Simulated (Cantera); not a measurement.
**Ignition delay**

Mixture: 34.8 % H2, 14.5 % O2, 50.7 % N2, at 110000 Pa, adiabatic and at constant pressure. Ignition delay is the time to a rise of 400 K.

Detailed kinetics in Cantera: the H2/O2 subset of GRI-Mech 3.0, which has no nitrogen chemistry. Where the delays flatten at high temperature, the 400 K rule measures the pace of heat release, not the induction time.

```
T0 (K)  delay (ms)
------  ----------
975           1.26
1075         0.103
1175        0.0482
1275        0.0291
1375        0.0202
1475        0.0157
1575        0.0134
1675        0.0124
1775        0.0123
```
